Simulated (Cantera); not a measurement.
An isothermal, constant-pressure homogeneous reactor starts with NH₃ : N₂ = 1 : 0.76 (molar parts), at 1700 K and 0.820 bar.

Detailed kinetics in Cantera: the gas-phase N/H chemistry of the illustrative SiF4/NH3 mechanism in the Surface Chemkin manual (1991). Walls and surfaces, which speed up NH3 decomposition in real reactors, are not modelled.

x: mole fraction; the columns are a selection and need not sum to one.

```tsv
t (s)	x NH₃	x N₂H₂	x N₂	x N	x H₂	x H	x N₂H₄
4.00e-5	0.568	9.92e-10	0.432	<1e-12	4.15e-6	1.92e-8	4.44e-10
9.49e-5	0.568	(withheld)	0.432	2.68e-12	9.92e-6	1.96e-8	2.58e-9
0.000225	0.568	(withheld)	0.432	2.55e-11	2.46e-5	2.18e-8	1.44e-8
0.000533	0.568	(withheld)	0.432	1.01e-10	7.14e-5	3.43e-8	6.95e-8
0.00126	0.568	(withheld)	0.432	3.13e-10	0.000270	7.71e-8	1.81e-7
0.00300	0.567	7.56e-7	0.432	6.85e-10	0.000897	1.61e-7	2.10e-7
0.00711	0.566	7.54e-7	0.432	1.48e-9	0.00242	3.45e-7	2.07e-7
0.0169	0.562	7.45e-7	0.432	3.33e-9	0.00599	7.72e-7	2.01e-7
0.0400	0.553	7.25e-7	0.432	7.27e-9	0.0143	1.75e-6	1.90e-7
0.0949	0.533	6.80e-7	0.433	1.39e-8	0.0333	3.95e-6	1.72e-7
0.225	0.491	(withheld)	0.435	2.14e-8	0.0740	8.75e-6	1.46e-7
0.533	0.409	(withheld)	0.439	2.67e-8	0.152	1.86e-5	1.09e-7
1.27	0.284	(withheld)	0.444	2.81e-8	0.272	3.62e-5	6.29e-8
3.00	0.150	(withheld)	0.450	2.47e-8	0.400	6.18e-5	2.34e-8
```

Problem. Complete the blanks.

Solution. 
- 9.49e-5, x N₂H₂: 6.90e-9
- 0.000225, x N₂H₂: 4.37e-8
- 0.000533, x N₂H₂: 2.34e-7
- 0.00126, x N₂H₂: 6.44e-7
- 0.225, x N₂H₂: 5.90e-7
- 0.533, x N₂H₂: 4.37e-7
- 1.27, x N₂H₂: 2.45e-7
- 3.00, x N₂H₂: 8.98e-8
